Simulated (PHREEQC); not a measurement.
Solution (25 °C): 0.28 mol KCl and 0.016 mol MgCl2 per kg of water. Closed to the air; pH follows from the charge balance.

Model: ion-association model, phreeqc.dat, run in PHREEQC.

```tsv
quantity	before	after
pH	6.76	5.21
ionic strength (mol/kgw)	0.328	0.292
```

Problem. What was changed between the two runs?
A. MgCl2 left out
B. KCl from 0.28 to 0.252 mol/kgw
C. MgCl2 replaced by HCl at the same molality
D. KCl replaced by CdCl2 at the same molality
E. temperature from 25 to 15 °C

Solution. D, KCl replaced by CdCl2 at the same molality

This is a speciation only: nothing precipitates in the calculation.
